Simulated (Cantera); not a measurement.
Feed: 1 mol BaF2, 0.35 mol O2, 10 mol H2, at 2123.15 K and 0.00750 Torr.

Cantera equilibrium calculation (NASA polynomials, part measured and part estimated; ideal gas, pure solids and liquids). Rates play no part.

```json
[
 {"species": "H", "before": "0.576", "after": "0.654"},
 {"species": "H2", "before": "0.257", "after": "0.331"},
 {"species": "HF", "before": "0.0642", "after": "0.00754"},
 {"species": "BaF", "before": "0.0418", "after": "0.00125"},
 {"species": "O", "before": "0.0105", "after": "0.000665"},
 {"species": "H2O", "before": "0.0240", "after": "0.00195"},
 {"species": "Ba", "before": "0.0109", "after": "0.00314"},
 {"species": "BaF2", "before": "0.00744", "after": "2.31e-5"},
 {"species": "O2", "before": "0.000417", "after": "1.66e-6"},
 {"species": "BaOH", "before": "0.000368", "after": "7.62e-6"},
 {"species": "OH", "before": "0.00664", "after": "0.000475"},
 {"species": "F", "before": "9.47e-5", "after": "9.80e-6"}
]
```
Gas species are given as mole fractions.

### Question
What was changed between the two runs?
A) O2 from 0.35 to 0.048 mol
B) H2 from 10 to 150 mol
C) O2 from 0.35 to 0.043 mol
D) pressure from 0.00750 Torr to 10.0 Torr

### Answer
B, H2 from 10 to 150 mol
